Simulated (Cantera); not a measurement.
A diamond (100) surface in a fixed gas of H2 with x(CH4) = 0.015, x(H) = 0.0072, x(CH3) = 0.00018, 5000 Pa; coverages are run to steady state.

Model: the Harris–Goodwin 1993 mechanism for the reconstructed diamond (100) surface, integrated in Cantera.

One state of this run: growth (µm/h) = 5.45; θ c6HH = 0.489; θ c6H* = 0.0302; θ c6*H = 0.451; θ c6** = 0.0205; θ c6HM = 0.00577. θ: site fractions in the mechanism's names (c6HH fully hydrogenated, c6H* and c6*H radical sites, c6** diradical, c6HM methylated).

Which value of T (K) does it belong to?
A. 1125
B. 1350
C. 975
D. 900

A, 1125
